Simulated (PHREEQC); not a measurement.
2 g of hydrous ferric oxide (600 m²/g; 0.2 weak and 0.005 strong sites per Fe, Dzombak-Morel constants, diffuse double layer) in 1 kg of water with 0.1 mol/kgw of an inert sodium salt, at 25 °C; the pH is set by adding NaOH or the inert anion's acid. O2 is buffered at 0.21 atm. No CO2 enters from the air. Nothing may precipitate in this run.

All values are PHREEQC results (ion-association model, wateq4f.dat), not measurements.

```json
[
 {"pH": "3", "surface charge σ (C/m²)": "0.363", "surface potential ψ (mV)": "152"},
 {"pH": "3.67", "surface charge σ (C/m²)": "[?]", "surface potential ψ (mV)": "149"},
 {"pH": "4.33", "surface charge σ (C/m²)": "0.291", "surface potential ψ (mV)": "141"},
 {"pH": "5", "surface charge σ (C/m²)": "0.215", "surface potential ψ (mV)": "126"},
 {"pH": "5.67", "surface charge σ (C/m²)": "0.142", "surface potential ψ (mV)": "105"},
 {"pH": "6.33", "surface charge σ (C/m²)": "0.086", "surface potential ψ (mV)": "81"},
 {"pH": "7", "surface charge σ (C/m²)": "0.045", "surface potential ψ (mV)": "[?]"},
 {"pH": "7.67", "surface charge σ (C/m²)": "0.016", "surface potential ψ (mV)": "21"},
 {"pH": "8.33", "surface charge σ (C/m²)": "[?]", "surface potential ψ (mV)": "-11"},
 {"pH": "9", "surface charge σ (C/m²)": "-0.034", "surface potential ψ (mV)": "-42"},
 {"pH": "9.67", "surface charge σ (C/m²)": "-0.071", "surface potential ψ (mV)": "-72"},
 {"pH": "10.33", "surface charge σ (C/m²)": "-0.121", "surface potential ψ (mV)": "-97"},
 {"pH": "11", "surface charge σ (C/m²)": "-0.190", "surface potential ψ (mV)": "-120"}
]
```

### Question
What belongs in the gaps?

### Answer

- 3.67, surface charge σ (C/m²): 0.343
- 7, surface potential ψ (mV): 52
- 8.33, surface charge σ (C/m²): -0.008

The oxide is taken as insoluble; below pH 4 it would dissolve.
